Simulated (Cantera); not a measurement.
A closed system holds: 1 mol Si3N4, 0.041 mol N2, 0.09 mol C, held at 0.00133 bar.

Method: chemical equilibrium by Gibbs-energy minimisation in Cantera with the NASA 1993 tables (ideal gas, pure condensed phases). Candidate condensed phases: C, Si, SiC, Si3N4; 20 gas species. The tables' values for SiN are old estimates; treat these amounts as uncertain. Kinetics and transport are ignored.

**Question.** At 2350 °C, list the 4 most abundant gas species with their mole fractions, and the condensed phases.

**Answer.** Si 0.580, N2 0.406, SiC2 0.00635, Si2C 0.00418. Condensed: gas only.
